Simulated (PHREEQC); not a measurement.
A solution holds 10 mmol/kgw HF, 2.5 mmol/kgw (CH3)4NF, 15 mmol/kgw H2SiF6 and 28 mmol/kgw HCl, at 66 °C. Closed to the air; pH follows from the charge balance.

The numbers come from PHREEQC with the ion-association model, phreeqc.dat.

No solid was allowed to form.

### Question
Estimate the pH, ionic strength.

### Answer
pH 1.36; ionic strength 0.0682 mol/kgw.

### Question
In which forms is Si present?

### Answer
SiF6-2 89 %, H4SiO4 11 % of the Si.

Examples of supersaturated solids here: Quartz (slow to form), Chalcedony (slow to form). Others may be too. (CH3)4N+ isn't in the database: it is added as a free cation with an ion size of 4 Å. Constants without temperature data keep their 25 °C values here. SiF6-2 is the database's only silicon fluoride.
